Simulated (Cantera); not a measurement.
Feed: 1 mol SiH2Cl2, 42 mol N2, 0.34 mol H2, at 120 Torr.

Method: chemical equilibrium by Gibbs-energy minimisation in Cantera with the NASA 1993 tables (ideal gas, pure condensed phases). Candidate condensed phases: NH4Cl, Si, Si3N4; 28 gas species. N2 is the only nitrogen source here; it is nearly inert below about 1500 K, so the nitride shown seldom forms there in practice. The tables' values for SiCl3 are old estimates; treat these amounts as uncertain. The numbers say what is thermodynamically allowed, not how fast it happens.

x: gas mole fraction; n: condensed amount in mol.

| T (K) | x N2 | x HCl | x H2 | x SiCl2 | n Si3N4(s) |
|---|---|---|---|---|---|
| 1325 | 0.948 | 0.0396 | 0.0109 | [?] | 0.309 |
| 1350 | 0.948 | 0.0396 | 0.0109 | [?] | 0.308 |
| 1375 | 0.948 | 0.0395 | 0.0109 | [?] | 0.307 |
| 1400 | 0.948 | 0.0393 | 0.0110 | [?] | 0.305 |
| 1425 | 0.948 | 0.0391 | 0.0111 | [?] | 0.302 |
| 1450 | 0.948 | 0.0387 | 0.0113 | [?] | 0.299 |
| 1475 | 0.948 | 0.0383 | 0.0115 | [?] | 0.294 |
| 1500 | 0.947 | 0.0376 | 0.0118 | [?] | 0.289 |
| 1525 | 0.947 | 0.0368 | 0.0122 | [?] | 0.282 |
| 1550 | 0.947 | 0.0359 | 0.0127 | [?] | 0.274 |
| 1575 | 0.947 | 0.0348 | 0.0132 | [?] | 0.264 |
| 1600 | 0.947 | 0.0336 | 0.0138 | [?] | 0.254 |
| 1625 | 0.947 | 0.0322 | 0.0144 | [?] | 0.244 |

### Question
Complete the blanks.

### Answer

- 1325, x SiCl2: 0.000134
- 1350, x SiCl2: 0.000208
- 1375, x SiCl2: 0.000315
- 1400, x SiCl2: 0.000467
- 1425, x SiCl2: 0.000677
- 1450, x SiCl2: 0.000957
- 1475, x SiCl2: 0.00132
- 1500, x SiCl2: 0.00177
- 1525, x SiCl2: 0.00231
- 1550, x SiCl2: 0.00295
- 1575, x SiCl2: 0.00366
- 1600, x SiCl2: 0.00443
- 1625, x SiCl2: 0.00526
